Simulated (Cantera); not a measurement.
Mixture: 10.4 % CH₄, 18.8 % O₂, 70.8 % N₂, equivalence ratio 1.1, at 35000 Pa, adiabatic and at constant volume. Ignition delay is the time to a rise of 400 K.

Cantera simulation using GRI-Mech 3.0 (53 species, 325 reactions); the numbers are that mechanism's predictions, not measurements.

Question: At T0 = 1650 K, what is the delay, and which 6 reactions control it most (d ln τ / d ln k, from doubling and halving each rate constant)?

Answer: The delay is 0.742 ms.
```tsv
reaction	d ln τ / d ln k	faster rate
CH3 + O2 <=> CH3O + O	-0.36	shortens it
H + O2 <=> O + OH	-0.29	shortens it
CH4 + H <=> CH3 + H2	0.23	lengthens it
CH3 + H (+M) <=> CH4 (+M)	-0.14	shortens it
2 CH3 <=> C2H5 + H	-0.13	shortens it
CH3 + HO2 <=> CH3O + OH	-0.10	shortens it
```
